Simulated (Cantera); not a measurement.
An isothermal plug-flow reactor at 925 K and 698 Torr (inlet), inlet velocity 0.64 m/s, active area per volume 1300 1/m; feed CH4 : O2 : N2 = 0.002 : 0.028 : 0.79 (molar parts), equivalence ratio 0.14.

Detailed kinetics in Cantera: Deutschmann's 1995 Pt surface mechanism with GRI-Mech 3.0 gas chemistry. Catalytic surfaces can have several steady states; this one follows from the mechanism file's or the stated starting coverage. Mass transfer to the wall is taken as infinitely fast.

x: gas mole fraction; θ: surface coverage.

```
z (m)       x CH4    x O2     x H2O     x CO2     x CO  θ free Pt   θ O*       θ OH*
-------  --------  ------  --------  --------  -------  ---------  -----  ----------
9.6e-05   0.00242  0.0341   4.67e-5   2.26e-5  7.96e-7      0.173  0.826  (withheld)
0.00021   0.00239  0.0340  0.000102   4.99e-5  9.06e-7      0.173  0.826  (withheld)
0.00045   0.00233  0.0339  0.000215  0.000107  8.97e-7      0.174  0.826  (withheld)
0.00096   0.00221  0.0337  0.000448  0.000223  8.53e-7      0.174  0.826  (withheld)
0.0021    0.00197  0.0332  0.000930  0.000464  7.62e-7      0.174  0.825  (withheld)
0.0045    0.00155  0.0324   0.00179  0.000893  5.98e-7      0.175  0.824  (withheld)
0.0096   0.000911  0.0311   0.00305   0.00153  3.54e-7      0.176  0.822  (withheld)
```

Task: Complete the blanks.

Result: 
- 9.6e-05, θ OH*: 0.000177
- 0.00021, θ OH*: 0.000239
- 0.00045, θ OH*: 0.000333
- 0.00096, θ OH*: 0.000471
- 0.0021, θ OH*: 0.000672
- 0.0045, θ OH*: 0.000928
- 0.0096, θ OH*: 0.00121
